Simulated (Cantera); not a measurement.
**Silicon etching in halogen gases: Si + SF₆**

Input: 1 mol Si, 4.7 mol SF₆, equilibrated at 1425 K and 0.700 bar.

Method: chemical equilibrium by Gibbs-energy minimisation in Cantera with the NASA 1993 tables (ideal gas, pure condensed phases). Candidate condensed phases: S, Si; 21 gas species. The tables' values for SF₃, SF₅ are old estimates; treat these amounts as uncertain. Equilibrium is a limit: real reactors are often held back by kinetics, nucleation or transport.

The x(SF₆) is 0.470, the x(SF₄) is 0.348 and the x(SiF₄) is 0.175. The x(F) is 0.00424, the x(SF₃) comes out as 0.00204 and the x(SF₅) is 0.00127. The x(SF₂) is 0.000147, the x(F₂) is 3.42e-6 and the gas amount is 5.724 mol. The log10 activity of S(l) (absent) is -9.61 and the log10 activity of Si(s) (absent) is -41.36.
